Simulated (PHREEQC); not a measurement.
A solution holds 0.075 mol HF, 0.0031 mol (CH3)4NF, 0.001 mol H2SiF6 and 0.0048 mol HCl per kg of water, at 20 °C. Closed to the air; pH follows from the charge balance.

Computed with PHREEQC (ion-association model, phreeqc.dat).

| quantity | before | after |
|---|---|---|
| pH | 2.00 | 3.30 |
| ionic strength (mol/kgw) | 0.0151 | 0.000550 |
| HF (mol/kgw) | 0.0693 | 0.000338 |
| F- (mol/kgw) | 0.00581 | 0.000501 |
| HF2- (mol/kgw) | 0.00148 | 6.24e-7 |
| SI of Quartz (SiO2) | -7.78 | -0.95 |

Q: What was changed between the two runs?
(A) diluted 100-fold with water
(B) (CH3)4NF from 0.0031 to 0.0155 mol/kgw
(C) HCl from 0.0048 to 0.00048 mol/kgw
(D) diluted 5-fold with water
(E) (CH3)4NF from 0.0031 to 0.031 mol/kgw

A: A, diluted 100-fold with water

Precipitation was switched off in this run. (CH3)4N+ isn't in the database: it is added as a free cation with an ion size of 4 Å. SiF6-2 is the database's only silicon fluoride.
